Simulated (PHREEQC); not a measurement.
A made-up water analysis in mg/kgw, 20 °C, pH 8.35, pe 8.8:

| constituent | mg/kgw |
|---|---|
| Na | 51.3 |
| K | 30.4 |
| Ca | 15.5 |
| Mg | 15.3 |
| Cl | 42.7 |
| S(6) as SO4 | 88.1 |
| Alkalinity as HCO3 | 24.6 |
| Li | 0.253 |
| Cd | 0.567 |

Valence states are taken as typed.

Model: ion-association model, wateq4f.dat, run in PHREEQC.

This is a speciation only: nothing precipitates in the calculation.

Question: What charge-balance error does the model give?

Answer: charge-balance error 20.2 %.

Question: In which forms is Cd present?

Answer: Cd+2 81 %, CdSO4 9.9 %, CdCl+ 6.6 %, CdOH+ 0.8 %, CdHCO3+ 0.7 %, CdOHCl 0.5 % of the Cd.

Examples of supersaturated solids here: Otavite. Others may be too.
